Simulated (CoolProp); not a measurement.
R245fa along the isotherm 440 K: density (kg/m³) from the reference equation and from simpler models built on Tc = 427.0 K, pc = 3.651 MPa, ω = 0.378; each cubic takes its own stable root.

Computed with CoolProp (reference Helmholtz-energy equation of state, Akasaka 2015).

```csv
p (MPa),phase,reference
1.22,gas,50.08
2.43,gas,116.9
3.65,gas,233.0
4.87,supercritical,653.4
6.08,supercritical,791.6
7.3,supercritical,848.7
8.52,supercritical,886.1
9.74,supercritical,914.5
11,supercritical,938.2
12.2,supercritical,957.2
13.4,supercritical,973.9
14.6,supercritical,988.6
15.8,supercritical,1002
17,supercritical,1014
18.3,supercritical,1026
```

### Question
How far does each simpler model (van der Waals, Redlich-Kwong, Soave-Redlich-Kwong, Peng-Robinson) lie from the reference over these 15 states: mean and median of the absolute difference, and the worst?

### Answer
- van der Waals: mean 21.6 %, median 27.1 %, worst -27.6 % at 440 K and 8.52 MPa
- Redlich-Kwong: mean 8.9 %, median 9.6 %, worst -15.0 % at 440 K and 6.08 MPa
- Soave-Redlich-Kwong: mean 10.5 %, median 10.8 %, worst -20.4 % at 440 K and 4.87 MPa
- Peng-Robinson: mean 3.9 %, median 2.8 %, worst -14.0 % at 440 K and 4.87 MPa
